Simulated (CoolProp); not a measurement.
Vapour-liquid equilibrium of ethylene (1) + carbon dioxide (2) at 1570 kPa; x and y are mole fractions of (1).

The numbers come from the multi-fluid Helmholtz-energy mixture model, Smukala 2000 and Span 1996; pair parameters Bell 2016 in CoolProp.

```
x     bubble temperature (K)  y at the bubble point  dew temperature at overall composition x (K)  liquid density (mol/L)
----  ----------------------  ---------------------  --------------------------------------------  ----------------------
0.05                   244.0                  0.098                                         245.0                   23.69
0.2                    239.8                  0.304                                         241.9                   22.25
0.35                   237.5                  0.442                                         239.0                   20.86
0.5                    236.0                  0.558                                         236.7                   19.60
0.65                   235.2                  0.672                                         235.3                   18.46
0.8                    235.0                  0.797                                         235.0                   17.45
0.95                   235.5                  0.944                                         235.5                   16.52
```

y crosses x between x = 0.65 and 0.8: the model has an azeotrope there.

Pair parameters are fitted to limited data, so mixtures are less certain than the pure fluids.
